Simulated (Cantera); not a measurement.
# Thermodynamics of calcination and drying, feed Mg(OH)2 + O2

Feed: 1 mol Mg(OH)2, 18 mol O2, held at 523.15 K and 1.00 bar.

Method: chemical equilibrium by Gibbs-energy minimisation in Cantera with the NASA 1993 tables (ideal gas, pure condensed phases). Candidate condensed phases: H2O, Mg, MgO, Mg(OH)2; 15 gas species. Equilibrium is a limit: real reactors are often held back by kinetics, nucleation or transport.

```
Item                                 Result
--------------------------------  ---------
x(O2)                                 0.947
x(H2O)                               0.0526
n(MgO(s))                          1.00 mol
gas amount                        19.00 mol
log10 activity of Mg(s) (absent)     -54.37
```
